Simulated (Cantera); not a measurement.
An isothermal, constant-pressure homogeneous reactor starts with NH3 : H2 = 1 : 1.7 (molar parts), at 1725 K and 15.0 Torr. Integrator tolerance rtol = 1e-08.

Detailed kinetics in Cantera: the gas-phase N/H chemistry of the illustrative SiF4/NH3 mechanism in the Surface Chemkin manual (1991). Walls and surfaces, which speed up NH3 decomposition in real reactors, are not modelled.

### Question
What does this change do: H2 1.7 to 6.7 parts?

### Answer
| quantity | before | after |
|---|---|---|
| x(NH3) at 3.00 s | 0.325 (gas-phase equilibrium 2.01e-7) | 0.119 (gas-phase equilibrium 1.49e-7) |
| x(H2) at 3.00 s | 0.658 (gas-phase equilibrium 0.864) | 0.876 (gas-phase equilibrium 0.941) |
| x(N2) at 3.00 s | 0.0164 (gas-phase equilibrium 0.135) | 0.00455 (gas-phase equilibrium 0.0574) |
| x(N2H4) at 3.00 s | 4.11e-9 (gas-phase equilibrium <1e-12) | 9.85e-10 (gas-phase equilibrium <1e-12) |
| x(H) at 3.00 s | 0.000143 (gas-phase equilibrium 0.00123) | 0.000253 (gas-phase equilibrium 0.00128) |
| x(N) at 3.00 s | 1.23e-7 (gas-phase equilibrium 2.35e-11) | 1.13e-7 (gas-phase equilibrium 1.53e-11) |
| x(N2H2) at 3.00 s | 7.95e-7 (gas-phase equilibrium <1e-12) | 1.92e-7 (gas-phase equilibrium <1e-12) |

### Question
What does this change do: temperature 1725 to 1750 K?

### Answer
```
quantity                                             before                                     after
-----------------  ----------------------------------------  ----------------------------------------
x(NH3) at 3.00 s      0.325 (gas-phase equilibrium 2.01e-7)     0.310 (gas-phase equilibrium 1.90e-7)
x(H2) at 3.00 s         0.658 (gas-phase equilibrium 0.864)       0.668 (gas-phase equilibrium 0.863)
x(N2) at 3.00 s        0.0164 (gas-phase equilibrium 0.135)      0.0221 (gas-phase equilibrium 0.135)
x(N2H4) at 3.00 s    4.11e-9 (gas-phase equilibrium <1e-12)    3.93e-9 (gas-phase equilibrium <1e-12)
x(H) at 3.00 s     0.000143 (gas-phase equilibrium 0.00123)  0.000168 (gas-phase equilibrium 0.00154)
x(N) at 3.00 s     1.23e-7 (gas-phase equilibrium 2.35e-11)  1.59e-7 (gas-phase equilibrium 3.79e-11)
x(N2H2) at 3.00 s    7.95e-7 (gas-phase equilibrium <1e-12)    8.52e-7 (gas-phase equilibrium <1e-12)
```
